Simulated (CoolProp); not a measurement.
Tetradecamethylhexasiloxane (MD4M) along the isobar 0.896 MPa: fugacity coefficient from the reference equation and from simpler models built on Tc = 653.2 K, pc = 0.8286 MPa, ω = 0.800; each cubic takes its own stable root.

The numbers come from the reference Helmholtz-energy equation of state, Thol 2019 in CoolProp.

```json
[
 {"T (K)": "339.7", "phase": "liquid", "reference": "4.248e-5"},
 {"T (K)": "370.3", "phase": "liquid", "reference": "0.0003393"},
 {"T (K)": "401", "phase": "liquid", "reference": "0.001772"},
 {"T (K)": "431.6", "phase": "liquid", "reference": "0.006645"},
 {"T (K)": "462.3", "phase": "liquid", "reference": "0.01942"},
 {"T (K)": "493", "phase": "liquid", "reference": "0.04651"},
 {"T (K)": "523.6", "phase": "liquid", "reference": "0.09484"},
 {"T (K)": "554.3", "phase": "liquid", "reference": "0.1706"},
 {"T (K)": "584.9", "phase": "liquid", "reference": "0.2757"}
]
```

Question: How far does each simpler model (van der Waals, Redlich-Kwong, Soave-Redlich-Kwong, Peng-Robinson) lie from the reference over these 9 states: mean and median of the absolute difference, and the worst?

Answer: 
- van der Waals: mean 14738.8 %, median 972.1 %, worst +101689.1 % at 339.7 K and 0.896 MPa
- Redlich-Kwong: mean 1861.9 %, median 394.0 %, worst +10161.3 % at 339.7 K and 0.896 MPa
- Soave-Redlich-Kwong: mean 10.0 %, median 5.0 %, worst +36.4 % at 339.7 K and 0.896 MPa
- Peng-Robinson: mean 18.8 %, median 6.4 %, worst +75.6 % at 339.7 K and 0.896 MPa
